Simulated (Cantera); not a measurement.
A closed system holds: 1 mol SiH4, 28 mol N2, 23 mol NH3, held at 1575 K and 2100 Pa.

These are equilibrium values from Cantera (NASA tables, ideal gas, pure condensed phases), not measurements of a reactor. Candidate condensed phases: Si, Si3N4; 18 gas species. Rates play no part.

Base state: N2 0.515, H2 0.484, H 0.000200 (mole fractions); condensed: Si3N4(s).

Question: What changes in the equilibrium state with this change: NH3 from 23 to 0.39 mol?

Answer: 
| species | before | after |
|---|---|---|
| N2 | 0.515 | 0.914 |
| H2 | 0.484 | 0.0858 |
| H | 0.000200 | 8.40e-5 |
| Si3N4(s), mol | 0.333 | 0.333 |
